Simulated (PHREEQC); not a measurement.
A solution holds 1.3 mol/kgw NH3 and 0.00011 mol/kgw CO2, at 25 °C. Closed to the air; pH follows from the charge balance.

Computed with PHREEQC (ion-association model, wateq4f.dat).

```csv
quantity,before,after
pH,11.67,11.17
ionic strength (mol/kgw),0.00532,0.00159
NH4+ (mol/kgw),0.00521,0.00158
CO3-2 (mol/kgw),0.000106,9.78e-6
HCO3- (mol/kgw),3.82e-6,1.22e-6
```

Question: Name the change that produced these shifts.
A. diluted 2-fold with water
B. CO2 from 0.00011 to 0.00022 mol/kgw
C. diluted 10-fold with water
D. 0.02 mol/kgw Ca(OH)2 added
E. CO2 replaced by Cs2CO3 at the same molality

Answer: C, diluted 10-fold with water

Precipitation was switched off in this run.
